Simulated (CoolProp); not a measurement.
A Linde-Hampson liquefier for carbon monoxide: isothermal reversible compression at 280 K from 1 atm to 10 MPa, throttling to 1 atm, return gas leaving the recuperator 10 K below the feed. Each further row changes one setting.

Values from CoolProp's reference Helmholtz-energy equation of state, Lemmon 2006. It is a short technical equation, of lower accuracy than the large ones.

```
case                        liquid yield per pass  compression work (kJ/kg of gas)
--------------------------  ---------------------  -------------------------------
as stated                                       ?                              379
high pressure 20 MPa                            ?                                ?
warm-end temperature 310 K                  0.024                              422
warm-end gap 15 K                               ?                              379
```

Problem. Some entries are withheld; supply them.

Solution. 
- as stated, liquid yield per pass: 0.039
- high pressure 20 MPa, liquid yield per pass: 0.081
- high pressure 20 MPa, compression work (kJ/kg of gas): 436
- warm-end gap 15 K, liquid yield per pass: 0.026
